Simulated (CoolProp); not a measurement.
Vapour-liquid equilibrium of n-pentane (1) + cyclohexane (2) at 0.592 bar; x and y are mole fractions of (1).

Computed with CoolProp (multi-fluid Helmholtz-energy mixture model, Thol 2019 and Zhou 2014; pair parameters Bell 2016).

Question: Give the bubble temperature and the first vapour's composition at x = 0.275, 0.575, 0.725. Is there an azeotrope?

Answer: x = 0.275: 316.6 K, y = 0.642; x = 0.575: 304.9 K, y = 0.862; x = 0.725: 300.7 K, y = 0.923. No azeotrope shows between x = 0.05 and 0.95.

The pair parameters rest on a limited set of measurements; away from them the model extrapolates.
